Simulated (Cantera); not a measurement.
Catalytic combustion on Pt

An isothermal plug-flow reactor at 850 K and 1.90 bar (inlet), inlet velocity 3.3 m/s, active area per volume 43 1/m; feed 2.96 % CH4, 1.54 % O2, 93.5 % N2, 2.01 % H2O, equivalence ratio 3.8.

Model: Deutschmann's 1995 Pt surface mechanism with GRI-Mech 3.0 gas chemistry, integrated in Cantera. Catalytic surfaces can have several steady states; this one follows from the mechanism file's or the stated starting coverage. Mass transfer to the wall is taken as infinitely fast.

| z (m) | x CH4 | x O2 | x H2O | x CO2 | x CO | θ free Pt | θ O* | θ OH* | θ CO* | θ C* |
|---|---|---|---|---|---|---|---|---|---|---|
| 5.9e-05 | 0.0295 | 0.0153 | 0.0202 | 2.48e-5 | 1.14e-5 | 0.804 | 0.0976 | 0.00538 | 0.0925 | 0.000350 |
| 0.00011 | 0.0295 | 0.0153 | 0.0203 | 4.60e-5 | 2.19e-5 | 0.804 | 0.0830 | 0.00507 | 0.107 | 0.000411 |
| 0.00019 | 0.0295 | 0.0152 | 0.0204 | 7.85e-5 | 3.88e-5 | 0.800 | 0.0681 | 0.00470 | 0.127 | 0.000494 |
| 0.00033 | 0.0294 | 0.0150 | 0.0205 | 0.000133 | 6.81e-5 | 0.787 | 0.0524 | 0.00424 | 0.156 | 0.000616 |
| 0.00059 | 0.0292 | 0.0147 | 0.0208 | 0.000227 | 0.000120 | 0.759 | 0.0372 | 0.00368 | 0.199 | 0.000796 |
| 0.0011 | 0.0290 | 0.0143 | 0.0213 | 0.000387 | 0.000214 | 0.712 | 0.0239 | 0.00304 | 0.260 | 0.00106 |
| 0.0019 | 0.0286 | 0.0137 | 0.0220 | 0.000590 | 0.000343 | 0.658 | 0.0151 | 0.00247 | 0.323 | 0.00138 |
| 0.0033 | 0.0282 | 0.0129 | 0.0229 | 0.000856 | 0.000544 | 0.594 | 0.00875 | 0.00190 | 0.393 | 0.00186 |
| 0.0059 | 0.0275 | 0.0117 | 0.0242 | 0.00117 | 0.000875 | 0.522 | 0.00428 | 0.00133 | 0.469 | 0.00275 |
x: gas mole fraction; θ: surface coverage.
